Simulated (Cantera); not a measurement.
Input (Python, Cantera) and output of one run.

```python
import numpy as np
import cantera as ct

gas_names = """
    H HO2 H2 H2O H2O2 O OH O2 O3 Si SiH SiH2 SiH3 SiH4 SiO SiO2 Si2 Si3
""".split()
cond_names = """
    H2O(s) H2O(L) Si(cr) Si(L) SiO2(Lqz) SiO2(hqz) SiO2(L)
""".split()


# ... load() reads the species with a 1 bar reference pressure and builds the phases ...
atoms = {
    'Si': {'Si': 1},
    'H2O': {'H': 2, 'O': 1},
    'H2': {'H': 2},
}
top_T = {}  # K; cautious upper limits of use, not melting points


# ... equilibrate(T, P, feed) seeds the gas with the atoms and calls Mixture.equilibrate('TP', solver="vcs", rtol=1e-11, max_steps=5000) ...
results = []
T = 1800  # K
P = 133.322  # Pa
for m in [0.26, 0.4, 0.54, 0.68, 0.83, 0.97, 1.1, 1.2, 1.4, 1.5, 1.7]:
    feed = {'Si': 1, 'H2O': m, 'H2': 9.9}  # mol
    mix = equilibrate(T, P, feed)
    results.append((T, P, feed, dict(zip(mix.species_names, mix.species_moles))))
    x = sorted(zip(gas.X, gas.species_names), reverse=True)
    print(f"T = {T:g} K  P = {P:g} Pa  n(H2O) = {m:g} mol  gas = {mix.phase_moles(0):.4g} mol")
    print("   x: " + "  ".join(f"{s} {v:.3e}" for v, s in x if v > 0.001))
    print("   condensed (mol): " + ("  ".join(f"{mix.phase(i).name} {mix.phase_moles(i):.4g}"
          for i in range(1, mix.n_phases) if mix.phase_moles(i) > 1e-12) or "none"))
```

Output:

```
T = 1800 K  P = 133.322 Pa  n(H2O) = 0.26 mol  gas = 10.5 mol
   x: H2 9.631e-01  SiO 2.477e-02  H 9.623e-03  Si 2.382e-03
   condensed (mol): Si(L) 0.7133
T = 1800 K  P = 133.322 Pa  n(H2O) = 0.4 mol  gas = 10.78 mol
   x: H2 9.508e-01  SiO 3.711e-02  H 9.562e-03  Si 2.382e-03
   condensed (mol): Si(L) 0.5726
T = 1800 K  P = 133.322 Pa  n(H2O) = 0.54 mol  gas = 11.06 mol
   x: H2 9.391e-01  SiO 4.883e-02  H 9.503e-03  Si 2.382e-03
   condensed (mol): Si(L) 0.4319
T = 1800 K  P = 133.322 Pa  n(H2O) = 0.68 mol  gas = 11.34 mol
   x: H2 9.281e-01  SiO 5.996e-02  H 9.447e-03  Si 2.382e-03
   condensed (mol): Si(L) 0.2911
T = 1800 K  P = 133.322 Pa  n(H2O) = 0.83 mol  gas = 11.64 mol
   x: H2 9.168e-01  SiO 7.129e-02  H 9.389e-03  Si 2.382e-03
   condensed (mol): Si(L) 0.1404
T = 1800 K  P = 133.322 Pa  n(H2O) = 0.97 mol  gas = 11.92 mol
   x: H2 9.068e-01  SiO 8.134e-02  H 9.338e-03  Si 2.357e-03
   condensed (mol): none
T = 1800 K  P = 133.322 Pa  n(H2O) = 1.1 mol  gas = 12.06 mol
   x: H2 8.995e-01  SiO 8.294e-02  H 9.300e-03  H2O 8.287e-03
   condensed (mol): none
T = 1800 K  P = 133.322 Pa  n(H2O) = 1.2 mol  gas = 12.16 mol
   x: H2 8.920e-01  SiO 8.226e-02  H2O 1.644e-02  H 9.262e-03
   condensed (mol): none
T = 1800 K  P = 133.322 Pa  n(H2O) = 1.4 mol  gas = 12.21 mol
   x: H2 8.994e-01  SiO 7.021e-02  H2O 2.108e-02  H 9.300e-03
   condensed (mol): SiO2(L) 0.1423
T = 1800 K  P = 133.322 Pa  n(H2O) = 1.5 mol  gas = 12.24 mol
   x: H2 9.034e-01  SiO 6.406e-02  H2O 2.320e-02  H 9.320e-03
   condensed (mol): SiO2(L) 0.2157
T = 1800 K  P = 133.322 Pa  n(H2O) = 1.7 mol  gas = 12.31 mol
   x: H2 9.095e-01  SiO 5.276e-02  H2O 2.836e-02  H 9.352e-03
   condensed (mol): SiO2(L) 0.3506
```

Cantera equilibrium calculation (NASA polynomials, part measured and part estimated; ideal gas, pure solids and liquids). The tables hold silica as quartz up to 1696 K and as liquid above; real silica turns to tridymite and cristobalite and melts near 1996 K. Gases not in the tables: Si2H6 and higher silanes.
